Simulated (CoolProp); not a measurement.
C2F6 (R116) along the isotherm 425 K: density (kg/m³) from the reference equation and from simpler models built on Tc = 293.0 K, pc = 3.048 MPa, ω = 0.257; each cubic takes its own stable root.

Values from CoolProp's reference Helmholtz-energy equation of state, Lemmon 2006. It is a short technical equation, of lower accuracy than the large ones.

```csv
p (MPa),phase,reference
0.693,gas,27.58
1.39,gas,56.36
2.08,gas,85.89
2.77,gas,116.4
3.46,supercritical,148.0
4.16,supercritical,180.9
4.85,supercritical,214.2
5.54,supercritical,248.3
6.23,supercritical,282.8
6.93,supercritical,318.3
7.62,supercritical,353.3
```

Question: How far does each simpler model (ideal gas, van der Waals, Redlich-Kwong, Soave-Redlich-Kwong, Peng-Robinson) lie from the reference over these 11 states: mean and median of the absolute difference, and the worst?

Answer: 
- ideal gas: mean 9.6 %, median 10.2 %, worst -15.8 % at 425 K and 7.62 MPa
- van der Waals: mean 7.7 %, median 7.4 %, worst +15.1 % at 425 K and 7.62 MPa
- Redlich-Kwong: mean 4.3 %, median 4.4 %, worst +7.6 % at 425 K and 7.62 MPa
- Soave-Redlich-Kwong: mean 1.4 %, median 1.2 %, worst -3.3 % at 425 K and 7.62 MPa
- Peng-Robinson: mean 1.4 %, median 1.5 %, worst +1.8 % at 425 K and 4.85 MPa
